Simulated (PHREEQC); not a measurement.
Solution (25 °C): 0.015 mol HF, 0.0048 mol HBF4 and 0.19 mol HCl per kg of water. Closed to the air; pH follows from the charge balance.

Equilibrium calculation in PHREEQC: ion-association model, phreeqc.dat.

This is a speciation only: nothing precipitates in the calculation.

### Question
Order these F species by the share of F that they hold, largest first: HF, BF3OH-, BF4-, F-.

### Answer
BF4- (53 %), HF (46 %), BF3OH- (0.88 %), F- (0.29 %)

### Question
Order these B species by the share of B that they hold, largest first: BF3OH-, BF2(OH)2-, BF4-, H3BO3.

### Answer
BF4- (94 %), H3BO3 (3.7 %), BF3OH- (2.1 %), BF2(OH)2- (0.17 %)

The pH is 0.81 and the ionic strength 0.195 mol/kgw. Real BF4- forms and hydrolyses slowly; the run takes it at equilibrium.
